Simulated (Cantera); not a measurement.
Input (Python, Cantera) and output of one run.

```python
import numpy as np
import cantera as ct

gas_names = """
    CL CLO CL2 Fe FeCL FeCL2 FeCL3 FeO Fe2CL4 Fe2CL6 O O2 O3
""".split()
cond_names = """
    Fe(a) Fe(c) Fe(d) Fe(L) FeCL2(s) FeCL2(L) FeCL3(s) FeCL3(L) FeO(s) FeO(L) Fe2O3(s) Fe3O4(s)
""".split()


def load(file, names, dense=False):
    # The tables refer to 1 bar. Condensed volumes are neglected.
    table = {s.name: s for s in ct.Species.list_from_file(file)}
    out = []
    for n in names:
        d = dict(table[n].input_data)
        d["thermo"] = dict(d["thermo"], **{"reference-pressure": 1e5})
        if dense:
            d["equation-of-state"] = {"model": "constant-volume", "density": "1e6 g/cm^3"}
        out.append(ct.Species.from_dict(d))
    return out


gas = ct.Solution(thermo="ideal-gas", species=load("nasa_gas.yaml", gas_names))
cond = {s.name: ct.Solution(thermo="fixed-stoichiometry", species=[s], name=s.name)
        for s in load("nasa_condensed.yaml", cond_names, dense=True)}
atoms = {
    'Fe2O3': {'Fe': 2, 'O': 3},
    'Cl2': {'CL': 2},
    'O2': {'O': 2},
}
top_T = {'Fe2O3(s)': 1830, 'Fe3O4(s)': 1870}  # K; cautious upper limits of use, not melting points


def equilibrate(T, P, feed):
    n = {}
    for name, mol in feed.items():
        for a, k in atoms[name].items():
            n[a] = n.get(a, 0.0) + k * mol
    gas.TPX = T, P, n
    mass = sum(n.values()) * gas.mean_molecular_weight
    gas.equilibrate("TP")
    valid = [c for c in cond.values() if c.min_temp <= T <= top_T.get(c.name, c.max_temp)]
    mix = ct.Mixture([(gas, mass / gas.mean_molecular_weight)] + [(c, 0.0) for c in valid])
    mix.T, mix.P = T, P
    mix.equilibrate("TP", solver="vcs", rtol=1e-11, max_steps=5000)
    return mix


results = []
feed = {'Fe2O3': 1, 'Cl2': 6.7, 'O2': 0.84}  # mol
T = 725  # K
P = 34000  # Pa
mix = equilibrate(T, P, feed)
results.append((T, P, feed, dict(zip(mix.species_names, mix.species_moles))))
x = sorted(zip(gas.X, gas.species_names), reverse=True)
print(f"T = {T:g} K  P = {P:g} Pa  gas = {mix.phase_moles(0):.4g} mol")
print("   x: " + "  ".join(f"{s} {v:.3e}" for v, s in x if v > 0.0001))
print("   condensed (mol): " + ("  ".join(f"{mix.phase(i).name} {mix.phase_moles(i):.4g}"
      for i in range(1, mix.n_phases) if mix.phase_moles(i) > 1e-12) or "none"))
```

Result:

```
T = 725 K  P = 34000 Pa  gas = 7.54 mol
   x: CL2 8.886e-01  O2 1.114e-01
   condensed (mol): Fe2O3(s) 0.9999
```

Method: chemical equilibrium by Gibbs-energy minimisation in Cantera with the NASA 1993 tables (ideal gas, pure condensed phases). Condensed phases not in the tables: FeOCl.
